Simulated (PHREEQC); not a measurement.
**Brine: speciation**

Dissolve 0.9 mol CaCl2, 0.04 mol BaCl2 and 1.9 mol MgCl2 per kg of water at 35 °C. Closed to the air; pH follows from the charge balance.

The numbers come from PHREEQC with the Pitzer model, pitzer.dat.

Precipitation was switched off in this run.

### Question
What activity of water, density does the model give?

### Answer
activity of water 0.761; density 1.195 g/cm³.
